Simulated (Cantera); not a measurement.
Charge: 1 mol Al2O3, 0.029 mol N2, held at 1575 K and 27.0 Torr.

Cantera equilibrium calculation (NASA polynomials, part measured and part estimated; ideal gas, pure solids and liquids). Candidate condensed phases: Al, AlN, Al2O3; 16 gas species. Equilibrium is a limit: real reactors are often held back by kinetics, nucleation or transport.

Question: What is the equilibrium state?

Answer: 
| Property | Value |
|---|---|
| x(N2) | 1.00 |
| n(Al2O3(s)) | 1.00 mol |
| gas amount | 0.02900 mol |
| log10 activity of Al(l) (absent) | -7.11 |
